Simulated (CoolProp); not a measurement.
Vapour pressure (bar) of CH2F2 (R32): the reference equation beside estimates from Tc = 351.3 K, pc = 57.83 bar, ω = 0.277. Clausius-Clapeyron is anchored at 193.9 K with a constant enthalpy of vaporisation of 21.33 kJ/mol.

The numbers come from the reference Helmholtz-energy equation of state, Tillner-Roth 1997 in CoolProp.

```tsv
T (K)	reference	Lee-Kesler	Clausius-Clapeyron	van der Waals	Soave-Redlich-Kwong	Peng-Robinson
172.9	0.03728	0.03204	0.03941	1.444	0.03301	0.03593
176.4	0.05078	0.04416	0.05290	1.655	0.04541	0.04904
179.9	0.06822	0.06000	___	1.888	0.06157	0.06601
183.4	0.09045	0.08042	0.09215	___	0.08237	0.08770
186.9	0.1185	0.1064	___	2.420	0.1088	0.1151
190.4	0.1534	0.1392	0.1541	2.723	0.1420	0.1493
193.9	0.1965	0.1800	0.1965	3.051	0.1832	0.1917
197.3	0.2476	0.2287	0.2469	3.396	0.2324	0.2418
200.8	0.3110	0.2898	0.3097	3.778	0.2939	0.3044
204.3	0.3872	0.3638	0.3854	4.188	0.3682	0.3796
207.8	0.4780	0.4525	0.4762	4.628	0.4572	0.4694
211.3	0.5854	0.5581	0.5842	5.099	0.5630	0.5758
```

### Question
Some entries are withheld; supply them.

### Answer

- 179.9, Clausius-Clapeyron: 0.07019
- 183.4, van der Waals: 2.142
- 186.9, Clausius-Clapeyron: 0.1197

Absolute difference from the reference over all 12 rows, mean and median: Lee-Kesler 9.0 and 8.8 %, Clausius-Clapeyron 1.5 and 0.5 %, van der Waals 1828.8 and 1563.9 %, Soave-Redlich-Kwong 7.3 and 7.1 %, Peng-Robinson 2.6 and 2.6 %.
